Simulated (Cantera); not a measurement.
**Silicon oxide and oxynitride deposition: SiCl4 + O3 + N2**

A closed system holds: 1 mol SiCl4, 1.3 mol O3, 70 mol N2, equilibrated at 61.0 mbar.

Cantera equilibrium calculation (NASA polynomials, part measured and part estimated; ideal gas, pure solids and liquids). Candidate condensed phases: Si, SiO2, Si2N2O, Si3N4; 23 gas species. The tables hold silica as quartz up to 1696 K and as liquid above; real silica turns to tridymite and cristobalite and melts near 1996 K. Kinetics and transport are ignored.

| T (K) | x N2 | x Cl | x Cl2 | x O2 | x NO | x O | x ClO | n SiO2(β-quartz) | n SiO2(condensed) |
|---|---|---|---|---|---|---|---|---|---|
| 1200 | 0.958 | 0.00308 | 0.0258 | 0.0130 | 5.36e-5 | 1.16e-8 | 3.40e-6 | 1.00 | 0 |
| 1250 | 0.957 | 0.00498 | 0.0249 | 0.0129 | 7.72e-5 | 3.19e-8 | 5.02e-6 | 1.00 | 0 |
| 1300 | 0.956 | 0.00769 | 0.0235 | 0.0129 | 0.000108 | 8.14e-8 | 7.10e-6 | 1.00 | 0 |
| 1350 | 0.954 | 0.0113 | 0.0216 | 0.0129 | 0.000148 | 1.94e-7 | 9.65e-6 | 1.00 | 0 |
| 1400 | 0.952 | 0.0160 | 0.0192 | 0.0128 | 0.000197 | 4.34e-7 | 1.26e-5 | 1.00 | 0 |
| 1450 | 0.949 | 0.0214 | 0.0164 | 0.0127 | 0.000257 | 9.18e-7 | 1.57e-5 | 1.000 | 0 |
| 1500 | 0.946 | 0.0273 | 0.0134 | 0.0127 | 0.000329 | 1.85e-6 | 1.87e-5 | 1.000 | 0 |
| 1550 | 0.943 | 0.0333 | 0.0103 | 0.0126 | 0.000415 | 3.56e-6 | 2.13e-5 | 1.000 | 0 |
| 1600 | 0.941 | 0.0387 | 0.00755 | 0.0125 | 0.000516 | 6.56e-6 | 2.33e-5 | 1.000 | 0 |
| 1650 | 0.939 | 0.0431 | 0.00527 | 0.0124 | 0.000632 | 1.17e-5 | 2.45e-5 | 1.000 | 0 |
| 1700 | 0.937 | 0.0464 | 0.00356 | 0.0123 | 0.000766 | 2.01e-5 | 2.49e-5 | 0 | 1.000 |
| 1750 | 0.936 | 0.0488 | 0.00236 | 0.0122 | 0.000917 | 3.35e-5 | 2.48e-5 | 0 | 1.000 |
x: gas mole fraction; n: condensed amount in mol.

From 1200 K to 1650 K the condensed part is SiO2(β-quartz). From 1700 K to 1750 K the condensed part is SiO2(condensed).
